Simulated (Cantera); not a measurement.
# Low-pressure radical oxidation in H2/O2

A perfectly stirred reactor is fed with 0.813 % H₂, 99.2 % O₂, equivalence ratio 0.0041, at 6.08 Torr; it is held at 1100 K, and followed from long to short residence time.

Cantera simulation using GRI-Mech 3.0 (53 species, 325 reactions); the numbers are that mechanism's predictions, not measurements. Radical loss at walls, strong at low pressure, is not modelled.

| τ (s) | x H₂ | x O₂ | x OH | x O | x H₂O | x H₂O₂ | x H |
|---|---|---|---|---|---|---|---|
| 25 | 1.28e-5 | 0.991 | 0.000113 | 0.000371 | 0.00809 | 7.26e-9 | 5.01e-6 |
| 7.9 | 2.43e-5 | 0.991 | 0.000165 | 0.000758 | 0.00805 | 8.79e-9 | 1.50e-5 |
| 2.5 | 4.61e-5 | 0.990 | 0.000238 | 0.00147 | 0.00797 | 1.04e-8 | 4.20e-5 |
| 0.81 | 8.87e-5 | 0.989 | 0.000336 | 0.00256 | 0.00785 | 1.24e-8 | 0.000104 |
| 0.26 | 0.000182 | 0.988 | 0.000469 | 0.00388 | 0.00762 | 1.59e-8 | 0.000221 |
| 0.082 | 0.000413 | 0.986 | 0.000651 | 0.00487 | 0.00721 | 2.31e-8 | 0.000389 |
| 0.026 | 0.000997 | 0.986 | 0.000889 | 0.00498 | 0.00642 | 3.72e-8 | 0.000558 |
| 0.0083 | 0.00241 | 0.987 | 0.00108 | 0.00401 | 0.00488 | 5.48e-8 | 0.000589 |
| 0.0026 | 0.00559 | 0.990 | 0.000778 | 0.00172 | 0.00202 | 3.68e-8 | 0.000260 |
x: mole fraction; the columns are a selection and need not sum to one.
